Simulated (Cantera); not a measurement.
Charge: 1 mol ZrO₂, 5.5 mol H₂, 6.8 mol N₂, equilibrated at 1898.15 K and 2.90 mbar.

Equilibrium computed with Cantera from the NASA thermochemical tables; the gas is ideal and each condensed phase is pure. Candidate condensed phases: H₂O, Zr, ZrN, ZrO₂; 28 gas species. The numbers say what is thermodynamically allowed, not how fast it happens.

Base state: N₂ 0.550, H₂ 0.440, H 0.00964, H₂O 1.57e-5 (mole fractions); condensed: ZrO₂(tetragonal).

### Question
What changes in the equilibrium state with this change: temperature from 1898.15 K to 2098 K?

### Answer
```csv
species,before,after
N₂,0.550,0.543
H₂,0.440,0.420
H,0.00964,0.0370
H₂O,1.57e-5,2.91e-5
"ZrO₂(tetragonal), mol",1.000,1.000
"ZrN(s), mol",0,0.000162
```
Mutual solubility and eutectic melting of coexisting phases are not modelled. ZrN: taken at fixed stoichiometry. Condensed phases not in the tables: solid solutions among these carbides, nitrides and lower oxides.
